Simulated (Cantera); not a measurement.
A closed system holds: 1 mol TEOS, 49 mol N2O, held at 10.0 Torr.

These are equilibrium values from Cantera (NASA tables, ideal gas, pure condensed phases), not measurements of a reactor. Candidate condensed phases: C, C6H6, C7H8, C8H18, H2O, Si, SiC, SiO2, Si2N2O, Si3N4; 151 gas species. The feed counts by its element totals alone. The tables hold silica as quartz up to 1696 K and as liquid above; real silica turns to tridymite and cristobalite and melts near 1996 K. Rates play no part.

Question: Which condensed phases are stable at each of these points (T (K)): 698, 898, 1098, 1298, 1498, 1698, 1898, 2098?

Answer: 
```csv
T (K),condensed phases,Si condensed (%)
698,SiO2(α-quartz),100.0
898,SiO2(β-quartz),100.0
1098,SiO2(β-quartz),100.0
1298,SiO2(β-quartz),100.0
1498,SiO2(β-quartz),100.0
1698,SiO2(condensed),100.0
1898,SiO2(condensed),100.0
2098,SiO2(l),96.8
```

At 698 K the condensed part is SiO2(α-quartz). From 898 K to 1498 K the condensed part is SiO2(β-quartz). From 1698 K to 1898 K the condensed part is SiO2(condensed). At 2098 K the condensed part is SiO2(l).
